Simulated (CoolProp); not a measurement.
Properties of R125 along the isobar 12700 kPa.

Computed with CoolProp (reference Helmholtz-energy equation of state, Lemmon 2005).

| T (K) | phase | cp (kJ/(kg K)) | expansivity (1/kK) | Prandtl number |
|---|---|---|---|---|
| 337.2 | liquid | 1.325 | 4.123 | 2.82 |
| 350.8 | supercritical | 1.370 | 4.720 | 2.66 |
| 364.3 | supercritical | 1.416 | 5.421 | 2.49 |
| 377.9 | supercritical | 1.458 | 6.176 | … |
| 391.5 | supercritical | 1.487 | 6.828 | 2.12 |
| 405 | supercritical | 1.493 | 7.189 | 1.93 |
| 418.6 | supercritical | 1.474 | 7.164 | 1.74 |
| 432.2 | supercritical | 1.439 | 6.805 | 1.57 |
| 445.7 | supercritical | 1.400 | 6.271 | … |
| 459.3 | supercritical | … | 5.689 | 1.32 |
| 472.9 | supercritical | 1.331 | 5.140 | 1.23 |
| 486.4 | supercritical | 1.306 | 4.655 | 1.16 |
| 500 | supercritical | … | 4.232 | 1.10 |

Task: Complete the blanks.

Result: 
- 377.9, Prandtl number: 2.31
- 445.7, Prandtl number: 1.43
- 459.3, cp (kJ/(kg K)): 1.363
- 500, cp (kJ/(kg K)): 1.286

Viscosity comes from a separate model (Huber 2006). Thermal conductivity comes from a separate model (Perkins 2006).
